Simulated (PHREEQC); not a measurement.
Dissolve 0.00015 mol PbCl2, 0.21 mol KBr and 0.00074 mol Cu(NO3)2 per kg of water at 60 °C. Closed to the air; pH follows from the charge balance.

Equilibrium calculation in PHREEQC: ion-association model, wateq4f.dat.

Precipitation was switched off in this run.

### Question
Estimate the pH, activity of water.

### Answer
pH 5.18; activity of water 0.993.

### Question
In which forms is Cu present?

### Answer
Cu+2 99 %, Cu2(OH)2+2 1.0 % of the Cu.

Saturation is exceeded, for instance for Tenorite (slow to form); the values hold only as long as no solid forms. Away from 25 °C the constants follow the database's enthalpies or fits; those with neither stay at their 25 °C values.
